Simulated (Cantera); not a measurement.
Thermodynamics of tantalum, niobium, vanadium and zirconium in process gases, feed Zr + O2 + H2

Input: 1 mol Zr, 0.011 mol O2, 310 mol H2, equilibrated at 14000 Pa.

Method: chemical equilibrium by Gibbs-energy minimisation in Cantera with the NASA 1993 tables (ideal gas, pure condensed phases). Candidate condensed phases: H2O, Zr, ZrO2; 12 gas species. Mutual solubility and eutectic melting of coexisting phases are not modelled. Condensed phases not in the tables: N, O or C dissolved in the metal. Kinetics and transport are ignored.

```csv
T (°C),x H2,x H,x Zr,x ZrO,x H2O,x ZrO2,n Zr(β),n ZrO2(monoclinic),n ZrO2(tetragonal),n Zr(l)
1002,1.000,1.97e-6,<1e-12,<1e-12,4.93e-11,<1e-12,0.989,0.0110,0,0
1152,1.000,1.82e-5,<1e-12,<1e-12,9.28e-10,<1e-12,0.989,0.0110,0,0
1302,1.000,0.000111,<1e-12,1.68e-11,9.73e-9,<1e-12,0.989,0,0.0110,0
1452,1.000,0.000496,5.44e-11,1.02e-9,6.68e-8,<1e-12,0.989,0,0.0110,0
1602,0.998,0.00175,1.57e-9,3.15e-8,3.35e-7,1.06e-11,0.989,0,0.0109,0
1752,0.995,0.00513,2.74e-8,5.83e-7,1.32e-6,4.21e-10,0.989,0,0.0107,0
1902,0.987,0.0130,3.13e-7,7.05e-6,4.32e-6,9.98e-9,0,0,0.00922,0.988
2052,0.971,0.0290,2.47e-6,5.77e-5,1.19e-5,1.46e-7,0,0,0,0.981
2202,0.942,0.0583,1.50e-5,6.37e-5,5.04e-6,4.70e-8,0,0,0,0.975
2352,0.893,0.107,7.43e-5,6.49e-5,2.16e-6,1.52e-8,0,0,0,0.954
```
x: gas mole fraction; n: condensed amount in mol.

From 1002 °C to 1152 °C the condensed part is Zr(β) + ZrO2(monoclinic). From 1302 °C to 1752 °C the condensed part is Zr(β) + ZrO2(tetragonal). At 1902 °C the condensed part is Zr(l) + ZrO2(tetragonal). From 2052 °C to 2352 °C the condensed part is Zr(l).
